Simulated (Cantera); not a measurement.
Cantera run:

```python
import numpy as np
import cantera as ct

gas_names = """
    Br Br2 H HBr H2 Si SiBr SiBr2 SiBr3 SiBr4 SiH SiHBr3 SiH2 SiH2Br2 SiH3 SiH3Br SiH4 Si2 Si3
""".split()
cond_names = """
    Br2(cr) Br2(L) Si(cr) Si(L)
""".split()


def load(file, names, dense=False):
    # The tables refer to 1 bar. Condensed volumes are neglected.
    table = {s.name: s for s in ct.Species.list_from_file(file)}
    out = []
    for n in names:
        d = dict(table[n].input_data)
        d["thermo"] = dict(d["thermo"], **{"reference-pressure": 1e5})
        if dense:
            d["equation-of-state"] = {"model": "constant-volume", "density": "1e6 g/cm^3"}
        out.append(ct.Species.from_dict(d))
    return out


gas = ct.Solution(thermo="ideal-gas", species=load("nasa_gas.yaml", gas_names))
cond = {s.name: ct.Solution(thermo="fixed-stoichiometry", species=[s], name=s.name)
        for s in load("nasa_condensed.yaml", cond_names, dense=True)}
atoms = {
    'Si': {'Si': 1},
    'Br2': {'Br': 2},
    'H2': {'H': 2},
}
top_T = {}  # K; cautious upper limits of use, not melting points


def equilibrate(T, P, feed):
    n = {}
    for name, mol in feed.items():
        for a, k in atoms[name].items():
            n[a] = n.get(a, 0.0) + k * mol
    gas.TPX = T, P, n
    mass = sum(n.values()) * gas.mean_molecular_weight
    gas.equilibrate("TP")
    valid = [c for c in cond.values() if c.min_temp <= T <= top_T.get(c.name, c.max_temp)]
    mix = ct.Mixture([(gas, mass / gas.mean_molecular_weight)] + [(c, 0.0) for c in valid])
    mix.T, mix.P = T, P
    mix.equilibrate("TP", solver="vcs", rtol=1e-11, max_steps=5000)
    return mix


results = []
T = 675  # K
P = 133.322  # Pa
for m in [1.5, 2.4, 3.7, 5.8, 9, 14, 22, 34, 54]:
    feed = {'Si': 1, 'Br2': 4.8, 'H2': m}  # mol
    mix = equilibrate(T, P, feed)
    results.append((T, P, feed, dict(zip(mix.species_names, mix.species_moles))))
    x = sorted(zip(gas.X, gas.species_names), reverse=True)
    print(f"T = {T:g} K  P = {P:g} Pa  n(H2) = {m:g} mol  gas = {mix.phase_moles(0):.4g} mol")
    print("   x: " + "  ".join(f"{s} {v:.3e}" for v, s in x if v > 1e-06))
    print("   condensed (mol): " + ("  ".join(f"{mix.phase(i).name} {mix.phase_moles(i):.4g}"
          for i in range(1, mix.n_phases) if mix.phase_moles(i) > 1e-12) or "none"))
```

Output:

```
T = 675 K  P = 133.322 Pa  n(H2) = 1.5 mol  gas = 5.301 mol
   x: HBr 5.660e-01  Br2 2.451e-01  SiBr4 1.887e-01  Br 2.730e-04
   condensed (mol): none
T = 675 K  P = 133.322 Pa  n(H2) = 2.4 mol  gas = 6.2 mol
   x: HBr 7.741e-01  SiBr4 1.613e-01  Br2 6.444e-02  Br 1.400e-04
   condensed (mol): none
T = 675 K  P = 133.322 Pa  n(H2) = 3.7 mol  gas = 7.5 mol
   x: HBr 7.467e-01  SiBr4 1.333e-01  H2 1.200e-01  SiHBr3 1.475e-06
   condensed (mol): none
T = 675 K  P = 133.322 Pa  n(H2) = 5.8 mol  gas = 9.6 mol
   x: HBr 5.833e-01  H2 3.125e-01  SiBr4 1.042e-01  SiHBr3 3.841e-06
   condensed (mol): none
T = 675 K  P = 133.322 Pa  n(H2) = 9 mol  gas = 12.8 mol
   x: H2 4.844e-01  HBr 4.375e-01  SiBr4 7.812e-02  SiHBr3 5.954e-06
   condensed (mol): none
T = 675 K  P = 133.322 Pa  n(H2) = 14 mol  gas = 17.8 mol
   x: H2 6.292e-01  HBr 3.146e-01  SiBr4 5.617e-02  SiHBr3 7.734e-06
   condensed (mol): none
T = 675 K  P = 133.322 Pa  n(H2) = 22 mol  gas = 25.8 mol
   x: H2 7.442e-01  HBr 2.171e-01  SiBr4 3.875e-02  SiHBr3 9.146e-06
   condensed (mol): none
T = 675 K  P = 133.322 Pa  n(H2) = 34 mol  gas = 37.8 mol
   x: H2 8.254e-01  HBr 1.482e-01  SiBr4 2.644e-02  SiHBr3 1.014e-05
   condensed (mol): none
T = 675 K  P = 133.322 Pa  n(H2) = 54 mol  gas = 57.8 mol
   x: H2 8.858e-01  HBr 9.690e-02  SiBr4 1.729e-02  SiHBr3 1.088e-05
   condensed (mol): none
```

These are equilibrium values from Cantera (NASA tables, ideal gas, pure condensed phases), not measurements of a reactor.
